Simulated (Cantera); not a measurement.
Charge: 1 mol FeS, 35 mol H₂, held at 1.33 mbar.

Cantera equilibrium calculation (NASA polynomials, part measured and part estimated; ideal gas, pure solids and liquids). Candidate condensed phases: Fe, FeS, FeS₂, S; 8 gas species. FeS: taken at fixed stoichiometry. Kinetics and transport are ignored. All values below are at 825 K.

Base state: H₂ 1.000, H₂S 0.000207 (mole fractions); condensed: Fe(α) + FeS(s).

Task: What changes in the equilibrium state with this change: FeS replaced by NiS?

Result: 
```csv
species,before,after
H₂,1.000,0.990
H₂S,0.000207,0.00952
"Fe(α), mol",0.00726,0
"FeS(s), mol",0.993,0
"Ni₃S₂(s), mol",0,0.333
```
Further candidate phases: Ni, NiS, NiS₂, Ni₃S₂, Ni₃S₄.
